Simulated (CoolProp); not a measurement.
Hydrogen chloride at 293.15 K and 3.4 MPa is compressed adiabatically to 17.1 MPa with isentropic efficiency 0.75. Each further row changes one setting.

Values from CoolProp's reference Helmholtz-energy equation of state, Thol 2018.

| case | work (kJ/kg) | final temperature (K) | final density (kg/m³) |
|---|---|---|---|
| as stated | 137 | 490.1 | 183 |
| efficiency 1 | 103 | 462.4 | 205 |
| efficiency 0.65 | 158 | 508.6 | 172 |
